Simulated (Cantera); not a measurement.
# Equilibrium for sublimation and decomposition of ceramics: Si3N4 + C + H2

Charge: 1 mol Si3N4, 0.38 mol C, 0.091 mol H2, at 0.00360 bar.

Cantera equilibrium calculation (NASA polynomials, part measured and part estimated; ideal gas, pure solids and liquids). Candidate condensed phases: C, C6H6, C7H8, C8H18, Si, SiC, Si3N4; 105 gas species. The tables' values for SiN are old estimates; treat these amounts as uncertain. Kinetics and transport are ignored.

From 2475 K to 2800 K nothing is condensed. The main Si-bearing gas is Si throughout.

```json
[
 {"T (K)": "2475", "x Si": "0.490", "x N2": "0.407", "x Si2C": "0.0464", "x H": "0.0259", "x SiC2": "0.0149"},
 {"T (K)": "2500", "x Si": "0.496", "x N2": "0.405", "x Si2C": "0.0409", "x H": "0.0270", "x SiC2": "0.0173"},
 {"T (K)": "2525", "x Si": "0.502", "x N2": "0.402", "x Si2C": "0.0357", "x H": "0.0279", "x SiC2": "0.0196"},
 {"T (K)": "2550", "x Si": "0.507", "x N2": "0.400", "x Si2C": "0.0309", "x H": "0.0288", "x SiC2": "0.0217"},
 {"T (K)": "2575", "x Si": "0.512", "x N2": "0.397", "x Si2C": "0.0266", "x H": "0.0295", "x SiC2": "0.0236"},
 {"T (K)": "2600", "x Si": "0.516", "x N2": "0.395", "x Si2C": "0.0227", "x H": "0.0302", "x SiC2": "0.0252"},
 {"T (K)": "2625", "x Si": "0.520", "x N2": "0.394", "x Si2C": "0.0193", "x H": "0.0308", "x SiC2": "0.0266"},
 {"T (K)": "2650", "x Si": "0.523", "x N2": "0.392", "x Si2C": "0.0164", "x H": "0.0313", "x SiC2": "0.0278"},
 {"T (K)": "2675", "x Si": "0.526", "x N2": "0.391", "x Si2C": "0.0139", "x H": "0.0318", "x SiC2": "0.0288"},
 {"T (K)": "2700", "x Si": "0.529", "x N2": "0.390", "x Si2C": "0.0117", "x H": "0.0321", "x SiC2": "0.0295"},
 {"T (K)": "2725", "x Si": "0.531", "x N2": "0.389", "x Si2C": "0.00991", "x H": "0.0325", "x SiC2": "0.0301"},
 {"T (K)": "2750", "x Si": "0.533", "x N2": "0.388", "x Si2C": "0.00837", "x H": "0.0328", "x SiC2": "0.0306"},
 {"T (K)": "2775", "x Si": "0.534", "x N2": "0.387", "x Si2C": "0.00706", "x H": "0.0330", "x SiC2": "0.0308"},
 {"T (K)": "2800", "x Si": "0.536", "x N2": "0.386", "x Si2C": "0.00596", "x H": "0.0332", "x SiC2": "0.0309"}
]
```
x: gas mole fraction; nothing condenses.
